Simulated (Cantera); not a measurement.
An isothermal, constant-pressure homogeneous reactor starts with 0.850 % CH4, 98.8 % H2, 0.346 % O2, equivalence ratio 150, at 2950 K and 1700 Pa.

Detailed kinetics in Cantera: GRI-Mech 3.0 (53 species, 325 reactions). Radical loss at walls, strong at low pressure, is not modelled.

One state of this run: x CH4 = 5.16e-5; x H2 = 0.849; x O2 = 1.35e-8; x CO = 0.00393; x CH2 = 4.28e-5. x: mole fraction; the columns are a selection and need not sum to one.

**Question.** Which value of t (s) does it belong to?
A. 0.0833
B. 0.0100
C. 0.000144
D. 0.00120

**Answer.** B, 0.0100
